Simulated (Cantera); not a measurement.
A perfectly stirred reactor is fed with CH4 : C2H6 : O2 : N2 = 1 : 0.067 : 4.38 : 21.9 (molar parts), equivalence ratio 0.51, at 3750 Torr; it is adiabatic with a 823 K inlet, and is followed from long to short residence time, starting on the burning branch (τ in s: 0.23, 0.077, 0.026, 0.0088, 0.003, 0.001, 0.00035, 0.00012, 4e-05, 1.4e-05).

Model: GRI-Mech 3.0 (53 species, 325 reactions), integrated in Cantera.

x: mole fraction; the columns are a selection and need not sum to one.

```csv
τ (s),T (K),x CH4,x C2H6,x O2,x H2,x CO2,x CH2,x CH2O
0.23,1734,3.00e-6,4.28e-8,0.0783,7.87e-6,0.0414,?,2.95e-7
0.077,1733,6.82e-6,1.04e-7,0.0783,1.39e-5,0.0413,?,6.87e-7
0.026,1731,1.45e-5,2.36e-7,0.0784,2.69e-5,0.0411,?,1.52e-6
0.0088,1728,3.01e-5,5.15e-7,0.0785,5.43e-5,0.0408,?,3.31e-6
0.0030,1720,6.24e-5,1.10e-6,0.0788,0.000111,0.0402,?,7.21e-6
0.0010,1705,0.000135,2.41e-6,0.0795,0.000232,0.0387,?,1.63e-5
0.00035,1674,0.000314,5.62e-6,0.0813,0.000480,0.0354,?,3.82e-5
0.00012,823,0.0366,0.00245,0.160,<1e-12,<1e-12,<1e-12,<1e-12
4.0e-5,823,0.0366,0.00245,0.160,<1e-12,<1e-12,<1e-12,<1e-12
1.4e-5,823,0.0366,0.00245,0.160,<1e-12,<1e-12,<1e-12,<1e-12
```

### Question
Complete the blanks.

### Answer

- 0.23, x CH2: 2.86e-9
- 0.077, x CH2: 8.33e-9
- 0.026, x CH2: 2.34e-8
- 0.0088, x CH2: 6.30e-8
- 0.0030, x CH2: 1.62e-7
- 0.0010, x CH2: 4.04e-7
- 0.00035, x CH2: 9.22e-7
